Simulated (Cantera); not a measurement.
Input: 1 mol PbO, 1.3 mol CO, equilibrated at 0.100 bar.

These are equilibrium values from Cantera (NASA tables, ideal gas, pure condensed phases), not measurements of a reactor. Candidate condensed phases: C, Pb, PbO, PbO2, Pb3O4; 15 gas species. Gases not in the tables: (PbO)n polymers. Rates play no part.

Q: Which condensed phases are stable at each of these points (T (°C)): 727, 827, 927, 1027, 1127, 1227, 1327, 1427, 1527, 1627, 1727, 1827?

A: 
```csv
T (°C),condensed phases,Pb condensed (%)
727,Pb(l),100.0
827,Pb(l),99.8
927,Pb(l),99.2
1027,Pb(l),96.5
1127,Pb(l),87.6
1227,Pb(l),57.5
1327,gas only,0.0
1427,gas only,0.0
1527,gas only,0.0
1627,gas only,0.0
1727,gas only,0.0
1827,gas only,0.0
```

From 727 °C to 1227 °C the condensed part is Pb(l). From 1327 °C to 1827 °C nothing is condensed.
